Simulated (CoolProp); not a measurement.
Hexamethyldisiloxane (MM) along the isotherm 620 K: density (kg/m³) from the reference equation and from simpler models built on Tc = 518.7 K, pc = 19.31 bar, ω = 0.418; each cubic takes its own stable root.

The numbers come from the reference Helmholtz-energy equation of state, Thol 2016 in CoolProp.

```tsv
p (bar)	phase	reference
0.966	gas	3.071
1.93	gas	6.195
2.9	gas	9.399
3.86	gas	12.63
4.83	gas	15.97
5.79	gas	19.33
6.76	gas	22.80
7.72	gas	26.31
8.69	gas	29.93
9.66	gas	33.62
```

Question: How far does each simpler model (van der Waals, Redlich-Kwong, Soave-Redlich-Kwong) lie from the reference over these 10 states: mean and median of the absolute difference, and the worst?

Answer: 
- van der Waals: mean 0.3 %, median 0.3 %, worst +0.9 % at 620 K and 9.66 bar
- Redlich-Kwong: mean 0.5 %, median 0.5 %, worst +1.1 % at 620 K and 9.66 bar
- Soave-Redlich-Kwong: mean 0.6 %, median 0.5 %, worst -1.1 % at 620 K and 9.66 bar
